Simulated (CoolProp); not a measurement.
A simple Rankine cycle with o-xylene: condensing at 325.15 K, boiler at 0.498 MPa, turbine inlet 529.7 K, turbine efficiency 0.9, pump efficiency 0.7, no recuperator. Each further row changes one setting.

The numbers come from the reference Helmholtz-energy equation of state, Zhou 2012 in CoolProp.

```
case                             thermal efficiency (%)  net work (kJ/kg)  heat in (kJ/kg)  turbine exit temperature (K)  volume ratio over the turbine
-------------------------------  ----------------------  ----------------  ---------------  ----------------------------  -----------------------------
as stated                                    (withheld)               160              729                         437.8                     (withheld)
turbine inlet 549.7 K                              21.6               167       (withheld)                    (withheld)                            120
condensing temperature 317.15 K                    23.0        (withheld)              744                         431.0                            177
boiler pressure 0.349 MPa                          20.5               151              734                    (withheld)                           83.6
turbine efficiency 0.8                             19.4               142              729                         447.9                            124
```

Problem. What belongs in the gaps?

Solution. 
- as stated, thermal efficiency (%): 21.9
- as stated, volume ratio over the turbine: 121
- turbine inlet 549.7 K, heat in (kJ/kg): 772
- turbine inlet 549.7 K, turbine exit temperature (K): 457.9
- condensing temperature 317.15 K, net work (kJ/kg): 171
- boiler pressure 0.349 MPa, turbine exit temperature (K): 445.7
